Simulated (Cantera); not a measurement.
## Ignition delay

Mixture: 12.8 % CH₄, 18.3 % O₂, 68.8 % N₂, equivalence ratio 1.4, at 240 Torr, adiabatic and at constant pressure. Ignition delay is the time to a rise of 400 K.

Computed with Cantera and GRI-Mech 3.0 (53 species, 325 reactions).

| T0 (K) | delay (ms) |
|---|---|
| 1100 | 677 |
| 1150 | 298 |
| 1200 | 138 |
| 1250 | 66.1 |
| 1300 | 33.1 |
| 1350 | 17.2 |
| 1400 | 9.35 |

The apparent activation energy between 1300 and 1400 K is 190 kJ/mol.
